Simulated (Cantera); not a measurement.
Input: 1 mol HCl, 0.03 mol O₂, 0.06 mol H₂, held at 13.3 mbar.

These are equilibrium values from Cantera (NASA tables, ideal gas, pure condensed phases), not measurements of a reactor. Candidate condensed phases: H₂O; 14 gas species. The numbers say what is thermodynamically allowed, not how fast it happens. All values below are at 2302 °C.

Base state: HCl 0.456, Cl 0.294, H₂ 0.107, H 0.0980, H₂O 0.0331, OH 0.00684, O 0.00408, O₂ 0.000516 (mole fractions); condensed: gas only.

Problem. What changes in the equilibrium state with this change: HCl replaced by HF?

Solution. 
```json
[
 {"species": "HF", "before": "0", "after": "0.894"},
 {"species": "H", "before": "0.0980", "after": "0.0377"},
 {"species": "H₂O", "before": "0.0331", "after": "0.0173"},
 {"species": "HCl", "before": "0.456", "after": "0"},
 {"species": "Cl", "before": "0.294", "after": "0"},
 {"species": "H₂", "before": "0.107", "after": "0.0158"},
 {"species": "O", "before": "0.00408", "after": "0.0144"},
 {"species": "F", "before": "0", "after": "0.00539"},
 {"species": "Cl₂", "before": "6.88e-5", "after": "0"},
 {"species": "O₂", "before": "0.000516", "after": "0.00645"}
]
```

Problem. What changes in the equilibrium state with this change: pressure from 13.3 mbar to 0.133 bar?

Solution. 
```tsv
species	before	after
HCl	0.456	0.682
Cl	0.294	0.167
H₂	0.107	0.0739
H	0.0980	0.0258
H₂O	0.0331	0.0461
O	0.00408	0.000821
Cl₂	6.88e-5	0.000222
O₂	0.000516	0.000209
OH	0.00684	0.00362
```

Problem. What changes in the equilibrium state with this change: O₂ from 0.03 to 0.16 mol?

Solution. 
| species | before | after |
|---|---|---|
| HCl | 0.456 | 0.354 |
| Cl | 0.294 | 0.334 |
| H₂O | 0.0331 | 0.108 |
| H₂ | 0.107 | 0.0500 |
| O₂ | 0.000516 | 0.0252 |
| O | 0.00408 | 0.0285 |
| OH | 0.00684 | 0.0327 |
| H | 0.0980 | 0.0671 |
| ClO | 8.27e-6 | 6.56e-5 |
| Cl₂ | 6.88e-5 | 8.85e-5 |
